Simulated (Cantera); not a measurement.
# Thermodynamics of halide evaporation, hydrolysis and transport, feed KCl + H₂

Feed: 1 mol KCl, 4.6 mol H₂, held at 1602 °C and 1000 Pa.

Equilibrium computed with Cantera from the NASA thermochemical tables; the gas is ideal and each condensed phase is pure. Candidate condensed phases: K, KCl; 10 gas species. The numbers say what is thermodynamically allowed, not how fast it happens.

- x(H₂) = 0.801
- x(KCl) = 0.160
- x(K) = 0.0165
- x(HCl) = 0.0164
- x(H) = 0.00587
- x(Cl) = 9.10e-5
- x(K₂Cl₂) = 3.09e-5
- x(KH) = 5.34e-6
- gas amount = 5.663 mol
- log10 activity of K(l) (absent) = -5.46
